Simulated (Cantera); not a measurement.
Reactions in the system Cr-N-O

Cantera with NASA thermochemical tables; ideal gases at 1 bar, condensed phases pure. Values are per mole of reaction as written; species without (g) are pure solids or liquids, kept so even where they would boil at 1 bar.

Cr + 6 NO(g) = 3 N₂O(g) + CrO₃(g)

| T (K) | ΔH° (kJ) | ΔS° (J/K) | ΔG° (kJ) | log10 K |
|---|---|---|---|---|
| 2248 | -614.4 | -374.1 | 226.5 | -5.26 |
| 2298 | -614.0 | -373.9 | 245.2 | -5.57 |
| 2348 | -613.7 | -373.8 | 263.9 | -5.87 |
| 2398 | -613.3 | -373.6 | 282.6 | -6.16 |
| 2448 | -613.0 | -373.5 | 301.3 | -6.43 |
